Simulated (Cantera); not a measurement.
Gas mixture: 46.7 % C2H6, 53.3 % C3H8, at 15.8 Torr, frozen composition.

Cantera's kinetic-theory transport with the Lennard-Jones parameters of GRI-Mech 3.0, ideal gas; thermal conductivity in the multicomponent form. The composition is frozen, though it would react at the higher temperatures.

D: mixture-averaged diffusion coefficient of that species in the mixture.

```tsv
T (K)	ρ (kg/m³)	cp (J/kg/K)	μ (µPa s)	λ (mW/m/K)	Pr	D (cm²/s) NO	D (cm²/s) O	D (cm²/s) OH
400	0.0237	2146	11.5	32.6	0.755	10.2	16.0	15.7
650	0.0146	3107	17.4	71.5	0.756	24.1	37.4	36.7
900	0.0105	3782	22.3	112	0.754	42.0	65.2	63.8
1150	0.00825	4259	(withheld)	(withheld)	0.751	(withheld)	(withheld)	(withheld)
1400	0.00677	4603	(withheld)	(withheld)	0.749	(withheld)	(withheld)	(withheld)
1650	0.00575	4864	34.2	222	0.748	116	180	176
```

### Question
What belongs in the gaps?

### Answer

- 1150, μ (µPa s): 26.7
- 1150, λ (mW/m/K): 151
- 1150, D (cm²/s) NO: 63.5
- 1150, D (cm²/s) O: 98.4
- 1150, D (cm²/s) OH: 96.3
- 1400, μ (µPa s): 30.6
- 1400, λ (mW/m/K): 188
- 1400, D (cm²/s) NO: 88.4
- 1400, D (cm²/s) O: 137
- 1400, D (cm²/s) OH: 134
